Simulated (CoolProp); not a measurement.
Vapour-liquid equilibrium of benzene (1) + toluene (2) at 511.1 K; x and y are mole fractions of (1).

The numbers come from the multi-fluid Helmholtz-energy mixture model, Thol 2012 and Lemmon 2006; pair parameters Bell 2016 in CoolProp.

| x | bubble pressure (bar) | y at the bubble point | dew pressure at overall composition x (bar) | liquid density (mol/L) |
|---|---|---|---|---|
| 0.05 | 14.48 | 0.073 | 14.32 | 6.774 |
| 0.15 | 15.50 | 0.208 | 15.05 | 6.853 |
| 0.25 | 16.55 | 0.331 | 15.84 | 6.931 |
| 0.35 | 17.63 | 0.444 | 16.72 | 7.011 |
| 0.45 | 18.73 | 0.547 | 17.69 | 7.090 |
| 0.55 | 19.86 | 0.642 | 18.77 | 7.170 |
| 0.65 | 21.02 | 0.731 | 19.96 | 7.250 |
| 0.75 | 22.21 | 0.813 | 21.29 | 7.329 |
| 0.85 | 23.44 | 0.891 | 22.78 | 7.408 |
| 0.95 | 24.70 | 0.965 | 24.44 | 7.485 |

No azeotrope shows between x = 0.05 and 0.95.

Pair parameters are fitted to limited data, so mixtures are less certain than the pure fluids.
